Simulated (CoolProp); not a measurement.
Vapour-liquid equilibrium of CH2F2 (R32) (1) + R227EA (2) at 1310 kPa; x and y are mole fractions of (1).

Computed with CoolProp (multi-fluid Helmholtz-energy mixture model, Tillner-Roth 1997 and Lemmon 2016; pair parameters Bell 2016).

```tsv
x	bubble temperature, mixture model (°C)	bubble temperature, Raoult's law (°C)	y, mixture model	y, Raoult's law
0.05	60.5	59.9	0.108	0.150
0.125	54.5	53.8	0.257	0.327
0.2	48.9	48.4	0.388	0.463
0.275	43.8	43.8	0.498	0.570
0.35	39.1	39.6	0.590	0.655
0.425	35.1	35.8	0.665	0.725
0.5	31.5	32.4	0.728	0.783
0.575	28.4	29.3	0.781	0.832
0.65	25.6	26.5	0.826	0.873
0.725	23.2	23.9	0.867	0.908
0.8	21.0	21.5	0.905	0.938
0.875	18.9	19.2	0.940	0.964
0.95	17.0	17.1	0.976	0.986
```

The largest gap from Raoult's law is -0.9 K in bubble temperature, at x = 0.575. No azeotrope shows between x = 0.05 and 0.95.

Pair parameters are fitted to limited data, so mixtures are less certain than the pure fluids. The gap from Raoult's law changes sign with composition, which may be real or a fault of the pair parameters; it wasn't checked against measurements.
